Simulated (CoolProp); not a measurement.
Aqueous lithium chloride as a coolant, 4 % by mass, freezing at -3.8 °C, 1 atm.

Computed with CoolProp (Melinder's fits for secondary coolants).

```csv
T (°C),conductivity (W/(m K)),viscosity (mPa s),density (kg/m³),Prandtl number
-0.9,0.552,2.05,1024,14.7
5.1,0.562,1.70,1024,12.0
11,0.572,1.44,1023,9.97
17,0.583,1.23,1022,8.40
22.9,0.592,1.07,1020,7.19
28.9,0.602,0.943,1019,6.21
34.8,0.611,0.836,1017,5.42
```
